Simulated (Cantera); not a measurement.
Feed: 1 mol N2O, 0.1 mol O2, 10 mol H2, equilibrated at 2075 K and 28500 Torr.

Cantera equilibrium calculation (NASA polynomials, part measured and part estimated; ideal gas, pure solids and liquids). Candidate condensed phases: H2O; 24 gas species. The ideal-gas law is rough above about 30 bar. The numbers say what is thermodynamically allowed, not how fast it happens.

Base state: H2 0.800, H2O 0.109, N2 0.0908, H 0.000386, NH3 0.000146 (mole fractions); condensed: gas only.

**Question.** What changes in the equilibrium state with this change: temperature from 2075 K to 3498.15 K?

**Answer.** 
| species | before | after |
|---|---|---|
| H2 | 0.800 | 0.727 |
| H2O | 0.109 | 0.0986 |
| N2 | 0.0908 | 0.0868 |
| H | 0.000386 | 0.0814 |
| O | 2.09e-9 | 0.000331 |
| O2 | <1e-9 | 1.73e-5 |

**Question.** What changes in the equilibrium state with this change: temperature from 2075 K to 898 K?

**Answer.** 
```csv
species,before,after
H2,0.800,0.793
H2O,0.109,0.110
N2,0.0908,0.0869
NH3,0.000146,0.00974
H,0.000386,<1e-9
```

**Question.** What changes in the equilibrium state with this change: H2 from 10 to 0.69 mol?

**Answer.** 
```json
[
 {"species": "N2", "before": "0.0908", "after": "0.511"},
 {"species": "H2O", "before": "0.109", "after": "0.353"},
 {"species": "O2", "before": "<1e-9", "after": "0.128"},
 {"species": "H2", "before": "0.800", "after": "8.00e-5"},
 {"species": "NH3", "before": "0.000146", "after": "<1e-9"},
 {"species": "NO", "before": "7.63e-8", "after": "0.00586"},
 {"species": "NO2", "before": "<1e-9", "after": "4.33e-5"}
]
```
